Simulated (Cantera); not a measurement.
# Stirred combustor or abatement burner

A perfectly stirred reactor is fed with CH4 : CO : O2 : N2 = 1 : 1 : 5.81 : 21.9 (molar parts), at 4.50 bar; it is adiabatic with a 450 K inlet, and is followed from long to short residence time, starting on the burning branch (τ in s: 0.031, 0.017, 0.0087, 0.0046, 0.0024, 0.0013, 0.00068, 0.00036, 0.00019, 0.0001).

Detailed kinetics in Cantera: GRI-Mech 3.0 (53 species, 325 reactions).

```
τ (s)    T (K)     x CH4      x CO   x O2    x NO2    x CH2     x NO
-------  -----  --------  --------  -----  -------  -------  -------
0.031     1514   3.29e-5  0.000772  0.114  6.77e-8  1.08e-8  1.91e-6
0.017     1510   5.07e-5   0.00121  0.114  6.78e-8  1.83e-8  1.77e-6
0.0087    1503   8.41e-5   0.00205  0.114  5.99e-8  3.22e-8  1.47e-6
0.0046    1490  0.000143   0.00352  0.115  4.63e-8  5.30e-8  1.07e-6
0.0024    1458  0.000299   0.00706  0.117  2.90e-8  8.03e-8  5.53e-7
0.0013     450    0.0337    0.0337  0.196   <1e-12   <1e-12   <1e-12
0.00068    450    0.0337    0.0337  0.196   <1e-12   <1e-12   <1e-12
0.00036    450    0.0337    0.0337  0.196   <1e-12   <1e-12   <1e-12
0.00019    450    0.0337    0.0337  0.196   <1e-12   <1e-12   <1e-12
0.00010    450    0.0337    0.0337  0.196   <1e-12   <1e-12   <1e-12
```
x: mole fraction; the columns are a selection and need not sum to one.
